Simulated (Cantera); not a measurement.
A closed system holds: 1 mol CaO, 2.2 mol NF3, 37 mol H2, at 1900 K and 0.180 bar.

Equilibrium computed with Cantera from the NASA thermochemical tables; the gas is ideal and each condensed phase is pure. Candidate condensed phases: Ca, CaF2, CaO, Ca(OH)2, H2O; 47 gas species. The numbers say what is thermodynamically allowed, not how fast it happens.

What is the equilibrium state?


```
Property                             Result
--------------------------------  ---------
x(H2)                                 0.827
x(HF)                                 0.113
x(N2)                                0.0270
x(H2O)                               0.0246
x(CaF2)                             0.00657
x(H)                                0.00170
x(CaF)                              4.12e-5
x(OH)                               4.15e-6
n(CaF2(l))                        0.731 mol
gas amount                        40.70 mol
log10 activity of Ca(l) (absent)      -7.27
```
